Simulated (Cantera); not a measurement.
Charge: 1 mol BF3, 12 mol NH3, held at 0.190 bar.

Method: chemical equilibrium by Gibbs-energy minimisation in Cantera with the NASA 1993 tables (ideal gas, pure condensed phases). Candidate condensed phases: B, BN; 31 gas species. The numbers say what is thermodynamically allowed, not how fast it happens. All values below are at 1225 K.

Base state: H2 0.712, N2 0.238, BF3 0.0349, HF 0.0151, BHF2 0.000139 (mole fractions); condensed: BN(s).

Problem. What changes in the equilibrium state with this change: BF3 replaced by BCl3?

Solution. 
| species | before | after |
|---|---|---|
| H2 | 0.712 | 0.660 |
| N2 | 0.238 | 0.220 |
| HCl | 0 | 0.120 |
| BF3 | 0.0349 | 0 |
| HF | 0.0151 | 0 |
| BHF2 | 0.000139 | 0 |
| BN(s), mol | 0.124 | 1.000 |
Further candidate phases: NH4Cl.
